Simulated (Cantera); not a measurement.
An adiabatic, constant-pressure homogeneous reactor starts with CH4 : C2H6 : O2 : N2 : CO2 = 1 : 0.1 : 1.57 : 5.89 : 0.49 (molar parts), equivalence ratio 1.5, at 1475 K and 7500 Torr. Integrator tolerance rtol = 1e-08.

Model: GRI-Mech 3.0 (53 species, 325 reactions), integrated in Cantera.

### Question
What does this change do: pressure from 7500 Torr to 315 Torr?

### Answer
```
quantity                                                              before                                      after
---------------------------------  -----------------------------------------  -----------------------------------------
time of steepest temperature rise                                    90.6 µs                                   0.796 ms
temperature at 6.00 s                                                 2719 K                                     2586 K
equilibrium temperature                                               2719 K                                     2586 K
x(CH4) at 6.00 s                   9.91e-12 (gas-phase equilibrium 1.13e-11)      <1e-12 (gas-phase equilibrium <1e-12)
x(C2H6) at 6.00 s                      <1e-12 (gas-phase equilibrium <1e-12)      <1e-12 (gas-phase equilibrium <1e-12)
x(O2) at 6.00 s                    0.000340 (gas-phase equilibrium 0.000340)    0.00208 (gas-phase equilibrium 0.00208)
x(H) at 6.00 s                       0.00429 (gas-phase equilibrium 0.00429)      0.0127 (gas-phase equilibrium 0.0127)
x(CO2) at 6.00 s                       0.0598 (gas-phase equilibrium 0.0598)      0.0572 (gas-phase equilibrium 0.0572)
x(NO) at 6.00 s                      0.00115 (gas-phase equilibrium 0.00115)    0.00229 (gas-phase equilibrium 0.00229)
x(CH2O) at 6.00 s                    2.16e-8 (gas-phase equilibrium 2.16e-8)  9.48e-10 (gas-phase equilibrium 9.48e-10)
```

### Question
What does this change do: initial temperature 1475 to 1273 K?

### Answer
```csv
quantity,before,after
time of steepest temperature rise,90.6 µs,0.523 ms
temperature at 6.00 s,2719 K,2567 K
equilibrium temperature,2719 K,2567 K
x(CH4) at 6.00 s,9.91e-12 (gas-phase equilibrium 1.13e-11),1.78e-11 (gas-phase equilibrium 2.01e-11)
x(C2H6) at 6.00 s,<1e-12 (gas-phase equilibrium <1e-12),<1e-12 (gas-phase equilibrium <1e-12)
x(O2) at 6.00 s,0.000340 (gas-phase equilibrium 0.000340),8.94e-5 (gas-phase equilibrium 8.94e-5)
x(H) at 6.00 s,0.00429 (gas-phase equilibrium 0.00429),0.00237 (gas-phase equilibrium 0.00237)
x(CO2) at 6.00 s,0.0598 (gas-phase equilibrium 0.0598),0.0621 (gas-phase equilibrium 0.0621)
x(NO) at 6.00 s,0.00115 (gas-phase equilibrium 0.00115),0.000463 (gas-phase equilibrium 0.000463)
x(CH2O) at 6.00 s,2.16e-8 (gas-phase equilibrium 2.16e-8),2.15e-8 (gas-phase equilibrium 2.15e-8)
```
